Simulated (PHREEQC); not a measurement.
Solution (25 °C): 0.75 mmol/kgw HCl, 0.2 mmol/kgw CuSO4 and 0.26 mmol/kgw Fe2(SO4)3. Closed to the air; pH follows from the charge balance.

The numbers come from PHREEQC with the ion-association model, wateq4f.dat.

Precipitation was switched off in this run.

### Question
Order these S species by the share of S that they hold, largest first: FeSO4+, CuSO4, Fe(SO4)2-, HSO4-, SO4-2.

### Answer
SO4-2 (74 %), FeSO4+ (18 %), HSO4- (5.9 %), CuSO4 (1.7 %), Fe(SO4)2- (0.44 %)

### Question
Order these Cu species by the share of Cu that they hold, largest first: Cu+2, CuSO4, CuCl+.

### Answer
Cu+2 (92 %), CuSO4 (8.2 %), CuCl+ (0.14 %)

The pH is 3.00 and the ionic strength 0.00355 mol/kgw. The solution is supersaturated, for example in Hematite (slow to form), Goethite (slow to form), so a real one may precipitate; this is no full list. Complexes and solids missing from the database can't appear.
